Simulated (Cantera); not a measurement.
**Premixed flame**

A freely propagating, adiabatic, planar premixed flame of CO : H₂ : O₂ : N₂ = 1 : 0.28 : 0.582 : 2.19 (molar parts), unburnt at 475 K and 101000 Pa; mixture-averaged transport, grid criteria slope 0.08 and curve 0.16, no radiation.

Cantera simulation using GRI-Mech 3.0 (53 species, 325 reactions); the numbers are that mechanism's predictions, not measurements. Burning velocities carry a grid error of a few per cent, more on coarse grids.

```tsv
z (mm)	T (K)	u (m/s)	x CO	x H₂	x O₂	x NO	x OH	x H₂O
-1.83	475	1.74	0.247	0.0691	0.144	<1e-8	<1e-8	<1e-8
-1.22	475	1.74	0.247	0.0691	0.144	<1e-8	<1e-8	<1e-8
-0.917	475	1.74	0.247	0.0690	0.144	<1e-8	<1e-8	9.21e-8
-0.612	475	1.74	0.247	0.0685	0.144	<1e-8	<1e-8	1.72e-6
-0.306	481	1.75	0.248	0.0642	0.144	<1e-8	8.02e-8	0.000198
-0.153	642	2.31	0.245	0.0516	0.140	4.55e-8	0.000242	0.00648
0	1117	3.94	0.217	0.0258	0.112	1.22e-6	0.00142	0.0337
0.153	1468	5.08	0.168	0.00898	0.0709	6.87e-6	0.00423	0.0532
0.306	1659	5.64	0.132	0.00731	0.0509	1.53e-5	0.00625	0.0528
0.612	1846	6.17	0.108	0.00781	0.0394	3.01e-5	0.00806	0.0526
1.22	2011	6.64	0.0995	0.00704	0.0342	4.96e-5	0.00877	0.0578
2.45	2158	7.06	0.0904	0.00585	0.0290	8.03e-5	0.00857	0.0627
4.89	2282	7.39	0.0799	0.00477	0.0237	0.000146	0.00781	0.0664
```
x: mole fraction of selected species; z is measured from the peak of heat release.

| Quantity | Result |
|---|---|
| laminar burning velocity | 174 cm/s |
| thermal thickness | 0.612 mm |
| peak x(OH) | 0.00879 |
| grid points | 136 |
